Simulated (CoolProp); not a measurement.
Aqueous ethylene glycol as a coolant, at -8 °C, 1 atm.

Model: Melinder's fits for secondary coolants, in CoolProp.

```json
[
 {"mass %": "23.8", "freezing point (°C)": "-10.2", "cp (kJ/(kg K))": "3.769", "viscosity (mPa s)": "4.89", "Prandtl number": "40.0", "conductivity (W/(m K))": "0.460"},
 {"mass %": "29.3", "freezing point (°C)": "-14.0", "cp (kJ/(kg K))": "3.649", "viscosity (mPa s)": "5.83", "Prandtl number": "48.3", "conductivity (W/(m K))": "0.441"},
 {"mass %": "34.9", "freezing point (°C)": "-18.7", "cp (kJ/(kg K))": "3.520", "viscosity (mPa s)": "6.98", "Prandtl number": "58.4", "conductivity (W/(m K))": "0.421"},
 {"mass %": "40.4", "freezing point (°C)": "-24.2", "cp (kJ/(kg K))": "3.389", "viscosity (mPa s)": "8.35", "Prandtl number": "70.4", "conductivity (W/(m K))": "0.402"},
 {"mass %": "46", "freezing point (°C)": "-30.8", "cp (kJ/(kg K))": "3.254", "viscosity (mPa s)": "10.1", "Prandtl number": "85.3", "conductivity (W/(m K))": "0.384"}
]
```
